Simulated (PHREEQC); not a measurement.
Consider water at 20 °C with 0.14 mol/kgw NaBr and 4.3e-05 mol/kgw CaCl2. Closed to the air; pH follows from the charge balance.

Model: Pitzer model, pitzer.dat, run in PHREEQC.

Task: The ionic strength comes out as 0.140 mol/kgw. What activity coefficients do Na+, Ca+2, Cl-, Br- get?

Result: Na+ 0.77, Ca+2 0.35, Cl- 0.74, Br- 0.75. Single-ion values are on the MacInnes scale.

Precipitation was switched off in this run. Complexes and solids missing from the database can't appear.
